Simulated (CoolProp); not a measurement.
Computed with CoolProp (reference Helmholtz-energy equation of state, Setzmann 1991).

### Question
For methane, give the phase and the density (kg/m³), speed of sound (m/s) at 176.8 K and 57.6 bar; 306 K and 57.6 bar.

### Answer
- 176.8 K and 57.6 bar: liquid; density 309, speed of sound 690
- 306 K and 57.6 bar: supercritical; density 39.7, speed of sound 444
